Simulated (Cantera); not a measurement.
Input: 1 mol SiH4, 13 mol N2, held at 1350 K and 1.35 Torr.

Method: chemical equilibrium by Gibbs-energy minimisation in Cantera with the NASA 1993 tables (ideal gas, pure condensed phases). Candidate condensed phases: Si, Si3N4; 18 gas species. N2 is the only nitrogen source here; it is nearly inert below about 1500 K, so the nitride shown seldom forms there in practice. Equilibrium is a limit: real reactors are often held back by kinetics, nucleation or transport.

### Question
What is the equilibrium state?

### Answer
```
Quantity                             Result
--------------------------------  ---------
x(N2)                                 0.860
x(H2)                                 0.140
x(H)                                2.10e-5
n(Si3N4(s))                       0.333 mol
gas amount                        14.33 mol
log10 activity of Si(s) (absent)      -1.96
```
